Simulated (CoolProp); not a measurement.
Dimethyl carbonate along the isobar 5.65 MPa: fugacity coefficient from the reference equation and from simpler models built on Tc = 557.0 K, pc = 4.909 MPa, ω = 0.346; each cubic takes its own stable root.

Computed with CoolProp (reference Helmholtz-energy equation of state, Zhou 2011).

| T (K) | phase | reference | van der Waals | Redlich-Kwong | Soave-Redlich-Kwong |
|---|---|---|---|---|---|
| 510.3 | liquid | 0.3714 | 0.5005 | 0.4275 | 0.3860 |
| 520.3 | liquid | 0.4160 | 0.5290 | 0.4650 | 0.4311 |
| 530.2 | liquid | 0.4617 | 0.5570 | 0.5022 | 0.4770 |
| 540.2 | liquid | 0.5091 | 0.5850 | 0.5395 | 0.5237 |
| 550.2 | liquid | 0.5566 | 0.6123 | 0.5760 | 0.5697 |
| 560.1 | supercritical | 0.6022 | 0.6384 | 0.6104 | 0.6130 |
| 570.1 | supercritical | 0.6406 | 0.6630 | 0.6414 | 0.6499 |
| 580.1 | supercritical | 0.6669 | 0.6841 | 0.6650 | 0.6766 |
| 590 | supercritical | 0.6886 | 0.7007 | 0.6841 | 0.6988 |
| 600 | supercritical | 0.7078 | 0.7153 | 0.7012 | 0.7188 |
